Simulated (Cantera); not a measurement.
A Cantera script and its output.

```python
import numpy as np
import cantera as ct

gas = ct.Solution("h2o2.yaml")
gas.TPX = 1025, 1333, {'H2': 0.0053, 'O2': 1, 'N2': 2.6}
reactor = ct.IdealGasConstPressureReactor(gas, energy="off", clone=False)
net = ct.ReactorNet([reactor])
net.rtol, net.atol = 1e-08, 1e-18
show = ['H2', 'O2', 'HO2', 'H2O2', 'H2O']
times = np.geomspace(0.0005, 5, 10)

steps = ct.SolutionArray(gas, extra=["t"])
rows = []
print(f"{'t/s':>10s}{'T/K':>9s}{'P/Pa':>11s}" + "".join(f"{s:>11s}" for s in show))
for t in times:
    while net.time < t:
        t_next = net.step()
        steps.append(gas.state, t=t_next)
    rows.append([np.interp(t, steps.t, y) for y in (steps.T, steps.P, *steps(*show).X.T)])
    print(f"{t:10.3e}{rows[-1][0]:9.1f}{rows[-1][1]:11.4g}" + "".join(f"{x:11.3e}" for x in rows[-1][2:]))
rate = np.gradient(steps.T, steps.t)
print("integrator steps:", len(steps.t))
if steps.T.max() > steps.T[0] + 200:
    print(f"time of steepest temperature rise: {steps.t[rate.argmax()]:.4e} s")
gas.TPX = 1025, 1333, {'H2': 0.0053, 'O2': 1, 'N2': 2.6}
gas.equilibrate("TP")
print(f"equilibrium (TP): T = {gas.T:.1f} K  " + "  ".join(f"{s} {gas[s].X[0]:.3e}" for s in show))
```

Result:

```
       t/s      T/K       P/Pa         H2         O2        HO2       H2O2        H2O
 5.000e-04   1025.0       1333  1.470e-03  2.774e-01  3.874e-12  1.964e-17  9.704e-14
 1.391e-03   1025.0       1333  1.470e-03  2.774e-01  1.083e-11  1.524e-16  1.374e-12
 3.871e-03   1025.0       1333  1.470e-03  2.774e-01  3.033e-11  1.183e-15  1.559e-11
 1.077e-02   1025.0       1333  1.470e-03  2.774e-01  8.661e-11  9.238e-15  1.957e-10
 2.997e-02   1025.0       1333  1.470e-03  2.774e-01  3.520e-10  8.203e-14  8.181e-09
 8.341e-02   1025.0       1333  1.398e-03  2.773e-01  4.038e-07  7.286e-10  5.583e-05
 2.321e-01   1025.0       1333  5.258e-06  2.763e-01  3.313e-07  3.338e-09  1.420e-03
 6.458e-01   1025.0       1333  1.617e-06  2.766e-01  2.165e-07  2.657e-09  1.446e-03
 1.797e+00   1025.0       1333  4.456e-07  2.768e-01  1.133e-07  2.260e-09  1.460e-03
 5.000e+00   1025.0       1333  8.095e-08  2.768e-01  4.361e-08  1.396e-09  1.467e-03
integrator steps: 1159
equilibrium (TP): T = 1025.0 K  H2 4.409e-12  O2 2.768e-01  HO2 6.974e-11  H2O2 3.439e-13  H2O 1.471e-03
```

Detailed kinetics in Cantera: the H2/O2 subset of GRI-Mech 3.0, which has no nitrogen chemistry. Radical loss at walls, strong at low pressure, is not modelled.
